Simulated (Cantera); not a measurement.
An adiabatic, constant-pressure homogeneous reactor starts with 5.10 % CH₄, 20.0 % O₂, 74.9 % N₂, equivalence ratio 0.51, at 1300 K and 1.01 bar.

Computed with Cantera and GRI-Mech 3.0 (53 species, 325 reactions).

Task: Predict: time of steepest temperature rise; temperature at 6.00 s; equilibrium temperature; x(O₂) at 6.00 s; x(O) at 6.00 s; x(H₂) at 6.00 s.

Result: 
```
Item                                                                   Value
---------------------------------  -----------------------------------------
time of steepest temperature rise                                    8.24 ms
temperature at 6.00 s                                                 2291 K
equilibrium temperature                                               2291 K
x(O₂) at 6.00 s                        0.0917 (gas-phase equilibrium 0.0917)
x(O) at 6.00 s                       0.00143 (gas-phase equilibrium 0.00143)
x(H₂) at 6.00 s                    0.000639 (gas-phase equilibrium 0.000639)
```
